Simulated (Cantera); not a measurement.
An adiabatic, constant-pressure homogeneous reactor starts with C₃H₈ : O₂ : N₂ = 1 : 14.3 : 53.7 (molar parts), equivalence ratio 0.35, at 1525 K and 3750 Torr. Integrator tolerance rtol = 1e-08.

Detailed kinetics in Cantera: GRI-Mech 3.0 (53 species, 325 reactions). GRI-Mech 3.0 was tuned for natural gas; its chemistry of propane as a main component is partial and can be far from experiment.

```json
[
 {"quantity": "time of steepest temperature rise", "before": "22.5 µs", "after": "15.9 µs"},
 {"quantity": "temperature at 4.00 s", "before": "2255 K", "after": "2258 K"},
 {"quantity": "equilibrium temperature", "before": "2255 K", "after": "2258 K"},
 {"quantity": "x(C₃H₈) at 4.00 s", "before": "<1e-12 (gas-phase equilibrium <1e-12)", "after": "<1e-12 (gas-phase equilibrium <1e-12)"},
 {"quantity": "x(O₂) at 4.00 s", "before": "0.127 (gas-phase equilibrium 0.127)", "after": "0.127 (gas-phase equilibrium 0.127)"},
 {"quantity": "x(HCN) at 4.00 s", "before": "<1e-12 (gas-phase equilibrium <1e-12)", "after": "<1e-12 (gas-phase equilibrium <1e-12)"},
 {"quantity": "x(O) at 4.00 s", "before": "0.000607 (gas-phase equilibrium 0.000607)", "after": "0.000439 (gas-phase equilibrium 0.000439)"},
 {"quantity": "x(H₂) at 4.00 s", "before": "0.000112 (gas-phase equilibrium 0.000112)", "after": "8.13e-5 (gas-phase equilibrium 8.13e-5)"},
 {"quantity": "x(CH₂) at 4.00 s", "before": "<1e-12 (gas-phase equilibrium <1e-12)", "after": "<1e-12 (gas-phase equilibrium <1e-12)"}
]
```

Q: What was changed between the two runs?
A. pressure from 3750 Torr to 7500 Torr
B. initial temperature 1525 to 1075 K
C. pressure from 3750 Torr to 11300 Torr
D. constant volume in place of constant pressure

A: A, pressure from 3750 Torr to 7500 Torr
